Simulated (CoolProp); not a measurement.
Saturated liquid density (kg/m³) of o-xylene: the reference equation beside estimates from Tc = 630.3 K, pc = 3.737 MPa, ω = 0.312. Rackett uses Z = 0.29056 − 0.08775 ω.

Model: reference Helmholtz-energy equation of state, Zhou 2012, in CoolProp.

```csv
T (K),reference,Rackett,van der Waals,Redlich-Kwong
491.9,690.1,[?],399.2,567.6
504.7,674.4,667.7,389.9,550.8
517.5,657.9,[?],380.0,533.0
530.2,640.3,633.3,[?],514.3
543,621.3,614.4,358.4,494.1
555.7,600.7,594.3,346.4,[?]
568.5,577.6,572.1,333.3,449.0
581.2,551.4,547.6,[?],423.2
594,519.7,519.2,302.1,393.9
606.8,478.9,484.6,282.1,359.2
619.5,420.4,436.7,255.8,314.5
```

Complete the blanks.


- 491.9, Rackett: 683.7
- 517.5, Rackett: 650.9
- 530.2, van der Waals: 369.6
- 555.7, Redlich-Kwong: 472.6
- 581.2, van der Waals: 318.7

Absolute difference from the reference over all 11 rows, mean and median: Rackett 1.2 and 1.1 %, van der Waals 41.8 and 42.2 %, Redlich-Kwong 21.5 and 21.3 %.
